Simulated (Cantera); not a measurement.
A Cantera script and its output.

```python
import numpy as np
import cantera as ct

gas = ct.Solution("gri30.yaml")


def delay(T, t_max=10):
    gas.TPX = T, 310000, {'CH4': 1, 'CO': 0.96, 'O2': 1.24, 'N2': 7.94}
    reactor = ct.IdealGasReactor(gas, clone=False)
    net = ct.ReactorNet([reactor])
    net.rtol, net.atol = 1e-8, 1e-16
    while net.time < t_max:
        t_old, T_old = net.time, reactor.T
        net.step()
        if reactor.T > T + 400:  # ignition: a rise of 400 K
            return t_old + (T + 400 - T_old) / (reactor.T - T_old) * (net.time - t_old)
    return np.nan


taus = []
for T in [1073, 1173, 1273, 1373, 1473, 1573, 1673, 1773, 1873, 1973]:
    taus.append(delay(T))
    print(f"T0 = {T:6g} K   tau = {taus[-1]:.4e} s")
```

Result:

```
T0 =   1073 K   tau = 5.5909e-01 s
T0 =   1173 K   tau = 1.0193e-01 s
T0 =   1273 K   tau = 2.2387e-02 s
T0 =   1373 K   tau = 5.6382e-03 s
T0 =   1473 K   tau = 1.5997e-03 s
T0 =   1573 K   tau = 5.1503e-04 s
T0 =   1673 K   tau = 1.9106e-04 s
T0 =   1773 K   tau = 8.2081e-05 s
T0 =   1873 K   tau = 4.0301e-05 s
T0 =   1973 K   tau = 2.2080e-05 s
```

Detailed kinetics in Cantera: GRI-Mech 3.0 (53 species, 325 reactions).
